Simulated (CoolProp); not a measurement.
Vapour-liquid equilibrium of m-xylene (1) + n-undecane (2) at 70.75 °C; x and y are mole fractions of (1).

Values from CoolProp's multi-fluid Helmholtz-energy mixture model, Zhou 2012 and Aleksandrov 2011; pair parameters Bell 2016.

Question: Give the bubble pressure and the first vapour's composition at x = 0.05, 0.5, 0.65. Is there an azeotrope?

Answer: x = 0.05: 0.001542 MPa, y = 0.335; x = 0.5: 0.005656 MPa, y = 0.904; x = 0.65: 0.007075 MPa, y = 0.946. No azeotrope shows between x = 0.05 and 0.95.

Pair parameters are fitted to limited data, so mixtures are less certain than the pure fluids.
